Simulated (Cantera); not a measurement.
A Cantera script and what it prints.

```python
import numpy as np
import cantera as ct

gas_names = """
    B BF BF2 BF3 BH BHF2 BH2 BH3 BN B2 F F2 H HF H2 H2F2 H3F3 H4F4 H5F5 H6F6 H7F7 N NF NF2 NF3 NH NH2
    NH3 N2 N2H2 N2H4
""".split()
cond_names = """
    B(b) B(L) BN(s)
""".split()


# ... load() reads the species with a 1 bar reference pressure and builds the phases ...
atoms = {
    'BN': {'B': 1, 'N': 1},
    'HF': {'H': 1, 'F': 1},
    'H2': {'H': 2},
}
top_T = {'BN(s)': 3200}  # K; cautious upper limits of use, not melting points


# ... equilibrate(T, P, feed) seeds the gas with the atoms and calls Mixture.equilibrate('TP', solver="vcs", rtol=1e-11, max_steps=5000) ...
results = []
feed = {'BN': 1, 'HF': 55, 'H2': 2.4}  # mol
T = 1523.15  # K
P = 1333.22  # Pa
mix = equilibrate(T, P, feed)
results.append((T, P, feed, dict(zip(mix.species_names, mix.species_moles))))
x = sorted(zip(gas.X, gas.species_names), reverse=True)
print(f"T = {T:g} K  P = {P:g} Pa  gas = {mix.phase_moles(0):.4g} mol")
print("   x: " + "  ".join(f"{s} {v:.3e}" for v, s in x if v > 1e-06))
print("   condensed (mol): " + ("  ".join(f"{mix.phase(i).name} {mix.phase_moles(i):.4g}"
      for i in range(1, mix.n_phases) if mix.phase_moles(i) > 1e-12) or "none"))
```

It prints:

```
T = 1523.15 K  P = 1333.22 Pa  gas = 57.4 mol
   x: HF 9.059e-01  H2 6.791e-02  BF3 1.742e-02  N2 8.711e-03  H 5.225e-05  BF2 3.178e-06  BHF2 1.159e-06
   condensed (mol): none
```

These are equilibrium values from Cantera (NASA tables, ideal gas, pure condensed phases), not measurements of a reactor.
